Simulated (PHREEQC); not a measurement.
Acid rinse or clean (model solution)

Consider water at 20 °C with 0.001 mol/kgw HF, 0.0025 mol/kgw NiCl2 and 0.028 mol/kgw MnSO4. Closed to the air; pH follows from the charge balance.

The numbers come from PHREEQC with the ion-association model, wateq4f.dat.

```yaml
pH: 3.43
ionic_strength: 0.0793 mol/kgw
total_alkalinity: -1.00 meq/kg
```

```tsv
species	molality	activity	log γ
Mn+2	0.0187	0.00803	-0.367
SO4-2	0.0177	0.00717	-0.393
MnSO4	0.00913	0.00929	0.008
Cl-	0.00484	0.00379	-0.106
Ni+2	0.00162	0.000652	-0.396
NiSO4	0.000857	0.000873	0.008
F-	0.000686	0.000535	-0.108
H+	0.000441	0.000369	-0.078
```

This is a speciation only: nothing precipitates in the calculation.
